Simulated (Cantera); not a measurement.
A freely propagating, adiabatic, planar premixed flame of H2 : O2 : N2 = 1 : 0.806 : 2.26 (molar parts), unburnt at 300 K and 1000000 Pa; mixture-averaged transport, grid criteria slope 0.08 and curve 0.16, no radiation.

Detailed kinetics in Cantera: the H2/O2 subset of GRI-Mech 3.0, which has no nitrogen chemistry. The hydrogen kinetics of GRI-Mech 3.0 are dated; newer H2 mechanisms differ, most at raised pressure. Burning velocities carry a grid error of a few per cent, more on coarse grids. Lean hydrogen flames are cellular in practice and burn faster than this planar one.

Problem. How do the results move with these cheaper or finer settings: unity-Lewis-number transport; multicomponent transport; multicomponent+Soret transport; grid criteria slope 0.5, curve 1; grid criteria slope 0.25, curve 0.5; grid criteria slope 0.03, curve 0.06?

Solution. 
```json
[
 {"setting": "as above", "laminar burning velocity": "61.5 cm/s", "thermal thickness": "0.0344 mm", "peak x(O)": "0.00240", "peak x(HO2)": "0.00115", "grid points": "119"},
 {"setting": "unity-Lewis-number transport", "laminar burning velocity": "121 cm/s", "thermal thickness": "0.0210 mm", "peak x(O)": "0.00531", "peak x(HO2)": "0.00121", "grid points": "115"},
 {"setting": "multicomponent transport", "laminar burning velocity": "63.7 cm/s", "thermal thickness": "0.0334 mm", "peak x(O)": "0.00248", "peak x(HO2)": "0.00117", "grid points": "119"},
 {"setting": "multicomponent+Soret transport", "laminar burning velocity": "58.8 cm/s", "thermal thickness": "0.0347 mm", "peak x(O)": "0.00236", "peak x(HO2)": "0.00110", "grid points": "119"},
 {"setting": "grid criteria slope 0.5, curve 1", "laminar burning velocity": "49.2 cm/s", "thermal thickness": "0.0453 mm", "peak x(O)": "0.00171", "peak x(HO2)": "0.000951", "grid points": "36"},
 {"setting": "grid criteria slope 0.25, curve 0.5", "laminar burning velocity": "58.0 cm/s", "thermal thickness": "0.0379 mm", "peak x(O)": "0.00219", "peak x(HO2)": "0.00108", "grid points": "52"},
 {"setting": "grid criteria slope 0.03, curve 0.06", "laminar burning velocity": "63.8 cm/s", "thermal thickness": "0.0330 mm", "peak x(O)": "0.00253", "peak x(HO2)": "0.00119", "grid points": "257"}
]
```
Unity Lewis numbers drop preferential diffusion, which matters most where H2 and H carry the flame; Soret adds thermal diffusion.
